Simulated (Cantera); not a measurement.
Charge: 1 mol CH3SiCl3, a varied amount of H2, held at 2273.15 K and 75.0 Torr.

These are equilibrium values from Cantera (NASA tables, ideal gas, pure condensed phases), not measurements of a reactor. Candidate condensed phases: C, C6H6, C7H8, C8H18, Si, SiC; 109 gas species. The feed counts by its element totals alone. Gases not in the tables: Si2H6 and higher silanes. The numbers say what is thermodynamically allowed, not how fast it happens.

Problem. What share of the Si ends up in condensed phases as a function of n(H2) (mol), at 26, 40, 61, 94, 140, 220, 340, 530, 810, 1200?

Solution. 
| n(H2) (mol) | Si condensed (%) | as |
|---|---|---|
| 26 | 85.6 | SiC(s) |
| 40 | 83.7 | SiC(s) |
| 61 | 79.8 | SiC(s) |
| 94 | 72.7 | SiC(s) |
| 140 | 61.9 | SiC(s) |
| 220 | 42.5 | SiC(s) |
| 340 | 12.9 | SiC(s) |
| 530 | 0.0 | - |
| 810 | 0.0 | - |
| 1200 | 0.0 | - |
